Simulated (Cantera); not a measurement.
Input (Python, Cantera):

```python
import numpy as np
import cantera as ct

gas = ct.Solution("gri30.yaml")
gas.TPX = 625, 13332, {'CH4': 1, 'C2H6': 0.085, 'O2': 3.38, 'N2': 14.5}
flame = ct.FreeFlame(gas, width=0.16)
flame.set_refine_criteria(ratio=3, slope=0.08, curve=0.16)
flame.transport_model = "mixture-averaged"
flame.solve(loglevel=0, auto=True)
flame.transport_model = "multicomponent"
flame.soret_enabled = True
flame.solve(loglevel=0, refine_grid=True)
z, T = flame.grid, flame.T
thick = (T[-1] - T[0]) / np.gradient(T, z).max()
show = ['CH4', 'C2H6', 'O2', 'CH3', 'HCN', 'NO']
print(f"laminar burning velocity  {flame.velocity[0] * 100:.3f} cm/s")
print(f"burnt temperature         {T[-1]:.1f} K")
print(f"thermal thickness         {thick * 1e3:.4f} mm")
print(f"grid points               {len(z)}")
z0 = z[flame.heat_release_rate.argmax()]
print(f"{'z/mm':>9s}{'T/K':>9s}{'u/(m/s)':>9s}" + "".join(f"{s:>11s}" for s in show))
rows = []
for k in (-3, -2, -1.5, -1, -0.5, -0.25, 0, 0.25, 0.5, 1, 2, 4, 8):
    zz = z0 + k * thick
    rows.append([k * thick, np.interp(zz, z, T), np.interp(zz, z, flame.velocity),
                 *(np.interp(zz, z, flame.X[gas.species_index(s)]) for s in show)])
    print(f"{rows[-1][0] * 1e3:9.3f}{rows[-1][1]:9.1f}{rows[-1][2]:9.3f}" + "".join(f"{x:11.3e}" for x in rows[-1][3:]))
```

Result:

```
laminar burning velocity  125.961 cm/s
burnt temperature         1939.5 K
thermal thickness         2.5627 mm
grid points               141
     z/mm      T/K  u/(m/s)        CH4       C2H6         O2        CH3        HCN         NO
   -7.688    625.1    1.260  5.270e-02  4.480e-03  1.782e-01  5.444e-08  1.833e-12  1.781e-11
   -5.125    625.9    1.263  5.258e-02  4.477e-03  1.780e-01  5.726e-07  2.969e-11  2.202e-10
   -3.844    629.9    1.272  5.221e-02  4.469e-03  1.777e-01  3.119e-06  2.323e-10  1.373e-09
   -2.563    658.2    1.332  5.032e-02  4.409e-03  1.758e-01  2.385e-05  2.632e-09  1.204e-08
   -1.281    877.1    1.790  3.909e-02  3.584e-03  1.591e-01  3.522e-04  4.137e-08  1.339e-07
   -0.641   1158.9    2.386  2.407e-02  1.689e-03  1.325e-01  1.218e-03  1.285e-07  3.616e-07
    0.000   1455.0    3.019  7.271e-03  1.288e-04  9.829e-02  9.036e-04  2.807e-07  8.262e-07
    0.641   1580.0    3.285  8.367e-04  7.651e-07  7.721e-02  1.157e-04  2.404e-07  1.415e-06
    1.281   1610.8    3.344  5.540e-05  1.503e-09  6.913e-02  7.615e-06  1.026e-07  1.875e-06
    2.563   1640.3    3.391  2.841e-07  4.107e-14  6.414e-02  4.132e-08  1.341e-08  2.571e-06
    5.125   1679.8    3.459  6.073e-11 -1.591e-17  6.141e-02  9.848e-12  3.210e-10  3.751e-06
   10.251   1731.3    3.553  5.296e-16  7.800e-17  6.001e-02  5.539e-16  3.931e-13  5.653e-06
   20.502   1791.4    3.662 -3.025e-16 -5.153e-17  5.897e-02 -3.763e-16  1.135e-14  8.394e-06
```

Detailed kinetics in Cantera: GRI-Mech 3.0 (53 species, 325 reactions). Burning velocities carry a grid error of a few per cent, more on coarse grids.
